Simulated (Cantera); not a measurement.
Input (Python, Cantera) and output of one run.

```python
import numpy as np
import cantera as ct

gas_names = """
    H HO2 H2 H2O H2O2 Nb NbO NbO2 O OH O2 O3
""".split()
cond_names = """
    H2O(s) H2O(L) Nb(cr) Nb(L) NbO(s) NbO(L) NbO2(I) NbO2(II) NbO2(III) NbO2(L) Nb2O5(s) Nb2O5(L)
""".split()


# ... load() reads the species with a 1 bar reference pressure and builds the phases ...
atoms = {
    'Nb2O5': {'Nb': 2, 'O': 5},
    'H2': {'H': 2},
}
top_T = {}  # K; cautious upper limits of use, not melting points


# ... equilibrate(T, P, feed) seeds the gas with the atoms and calls Mixture.equilibrate('TP', solver="vcs", rtol=1e-11, max_steps=5000) ...
results = []
feed = {'Nb2O5': 1, 'H2': 35}  # mol
T = 1948.15  # K
P = 11  # Pa
mix = equilibrate(T, P, feed)
results.append((T, P, feed, dict(zip(mix.species_names, mix.species_moles))))
x = sorted(zip(gas.X, gas.species_names), reverse=True)
print(f"T = {T:g} K  P = {P:g} Pa  gas = {mix.phase_moles(0):.4g} mol")
print("   x: " + "  ".join(f"{s} {v:.3e}" for v, s in x if v > 1e-06))
print("   condensed (mol): " + ("  ".join(f"{mix.phase(i).name} {mix.phase_moles(i):.4g}"
      for i in range(1, mix.n_phases) if mix.phase_moles(i) > 1e-12) or "none"))
```

Output:

```
T = 1948.15 K  P = 11 Pa  gas = 37.48 mol
   x: H2 8.572e-01  H 9.986e-02  H2O 2.656e-02  NbO2 1.593e-02  OH 2.800e-04  NbO 1.845e-04  O 2.417e-05
   condensed (mol): NbO2(III) 1.396
```

Equilibrium computed with Cantera from the NASA thermochemical tables; the gas is ideal and each condensed phase is pure. Condensed phases not in the tables: the oxides between NbO2 and Nb2O5.
